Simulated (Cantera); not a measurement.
A Cantera script and what it prints.

```python
import numpy as np
import cantera as ct

gas_names = """
    H HNO HNO2 HNO3 HO2 H2 H2O H2O2 N NH NH2 NH3 NH2OH NO NO2 NO3 N2 N2H2 N2H4 N2O O OH O2 O3 Si SiH
    SiH2 SiH3 SiH4 SiN SiO SiO2 Si2 Si2N Si3
""".split()
cond_names = """
    H2O(s) H2O(L) Si(cr) Si(L) SiO2(Lqz) SiO2(hqz) SiO2(L) Si2N2O(s) Si3N4(a)
""".split()


def load(file, names, dense=False):
    # The tables refer to 1 bar. Condensed volumes are neglected.
    table = {s.name: s for s in ct.Species.list_from_file(file)}
    out = []
    for n in names:
        d = dict(table[n].input_data)
        d["thermo"] = dict(d["thermo"], **{"reference-pressure": 1e5})
        if dense:
            d["equation-of-state"] = {"model": "constant-volume", "density": "1e6 g/cm^3"}
        out.append(ct.Species.from_dict(d))
    return out


gas = ct.Solution(thermo="ideal-gas", species=load("nasa_gas.yaml", gas_names))
cond = {s.name: ct.Solution(thermo="fixed-stoichiometry", species=[s], name=s.name)
        for s in load("nasa_condensed.yaml", cond_names, dense=True)}
atoms = {
    'SiH4': {'Si': 1, 'H': 4},
    'O2': {'O': 2},
    'N2': {'N': 2},
}
top_T = {'Si2N2O(s)': 2100, 'Si3N4(a)': 2400}  # K; cautious upper limits of use, not melting points


def equilibrate(T, P, feed):
    n = {}
    for name, mol in feed.items():
        for a, k in atoms[name].items():
            n[a] = n.get(a, 0.0) + k * mol
    gas.TPX = T, P, n
    mass = sum(n.values()) * gas.mean_molecular_weight
    gas.equilibrate("TP")
    valid = [c for c in cond.values() if c.min_temp <= T <= top_T.get(c.name, c.max_temp)]
    mix = ct.Mixture([(gas, mass / gas.mean_molecular_weight)] + [(c, 0.0) for c in valid])
    mix.T, mix.P = T, P
    mix.equilibrate("TP", solver="vcs", rtol=1e-11, max_steps=5000)
    return mix


results = []
T = 1225  # K
P = 3500  # Pa
for m in [0.36, 0.8, 1.2, 1.7, 2.1, 2.5, 3, 3.4, 3.9, 4.3]:
    feed = {'SiH4': 1, 'O2': m, 'N2': 140}  # mol
    mix = equilibrate(T, P, feed)
    results.append((T, P, feed, dict(zip(mix.species_names, mix.species_moles))))
    x = sorted(zip(gas.X, gas.species_names), reverse=True)
    print(f"T = {T:g} K  P = {P:g} Pa  n(O2) = {m:g} mol  gas = {mix.phase_moles(0):.4g} mol")
    print("   x: " + "  ".join(f"{s} {v:.3e}" for v, s in x if v > 0.0001))
    print("   condensed (mol): " + ("  ".join(f"{mix.phase(i).name} {mix.phase_moles(i):.4g}"
          for i in range(1, mix.n_phases) if mix.phase_moles(i) > 1e-12) or "none"))
```

It prints:

```
T = 1225 K  P = 3500 Pa  n(O2) = 0.36 mol  gas = 141.6 mol
   x: N2 9.859e-01  H2 1.413e-02
   condensed (mol): SiO2(hqz) 0.1465  Si2N2O(s) 0.4267
T = 1225 K  P = 3500 Pa  n(O2) = 0.8 mol  gas = 141.9 mol
   x: N2 9.859e-01  H2 1.410e-02
   condensed (mol): SiO2(hqz) 0.7332  Si2N2O(s) 0.1334
T = 1225 K  P = 3500 Pa  n(O2) = 1.2 mol  gas = 142 mol
   x: N2 9.859e-01  H2 1.127e-02  H2O 2.817e-03
   condensed (mol): SiO2(hqz) 1
T = 1225 K  P = 3500 Pa  n(O2) = 1.7 mol  gas = 142 mol
   x: N2 9.859e-01  H2O 9.859e-03  H2 4.225e-03
   condensed (mol): SiO2(hqz) 1
T = 1225 K  P = 3500 Pa  n(O2) = 2.1 mol  gas = 142.1 mol
   x: N2 9.852e-01  H2O 1.407e-02  O2 6.959e-04
   condensed (mol): SiO2(hqz) 1
T = 1225 K  P = 3500 Pa  n(O2) = 2.5 mol  gas = 142.5 mol
   x: N2 9.824e-01  H2O 1.403e-02  O2 3.491e-03
   condensed (mol): SiO2(hqz) 1
T = 1225 K  P = 3500 Pa  n(O2) = 3 mol  gas = 143 mol
   x: N2 9.790e-01  H2O 1.399e-02  O2 6.969e-03
   condensed (mol): SiO2(hqz) 1
T = 1225 K  P = 3500 Pa  n(O2) = 3.4 mol  gas = 143.4 mol
   x: N2 9.763e-01  H2O 1.395e-02  O2 9.734e-03
   condensed (mol): SiO2(hqz) 1
T = 1225 K  P = 3500 Pa  n(O2) = 3.9 mol  gas = 143.9 mol
   x: N2 9.729e-01  H2O 1.390e-02  O2 1.317e-02
   condensed (mol): SiO2(hqz) 1
T = 1225 K  P = 3500 Pa  n(O2) = 4.3 mol  gas = 144.3 mol
   x: N2 9.702e-01  O2 1.590e-02  H2O 1.386e-02
   condensed (mol): SiO2(hqz) 1
```

Cantera equilibrium calculation (NASA polynomials, part measured and part estimated; ideal gas, pure solids and liquids). N2 is the only nitrogen source here; it is nearly inert below about 1500 K, so the nitride shown seldom forms there in practice. Mutual solubility and eutectic melting of coexisting phases are not modelled. The tables hold silica as quartz up to 1696 K and as liquid above; real silica turns to tridymite and cristobalite and melts near 1996 K.
